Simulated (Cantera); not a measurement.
Charge: 1 mol CH4, 10 mol H2, equilibrated at 0.133 bar.

Equilibrium computed with Cantera from the NASA thermochemical tables; the gas is ideal and each condensed phase is pure. Candidate condensed phases: C, C6H6, C7H8, C8H18; 76 gas species. Rates play no part.

Q: At 1948 K, list the 4 most abundant gas species with their mole fractions, and the condensed phases.

A: H2 0.996, H 0.00309, C2H2 (acetylene) 0.000537, CH4 6.47e-5. Condensed: C(graphite).
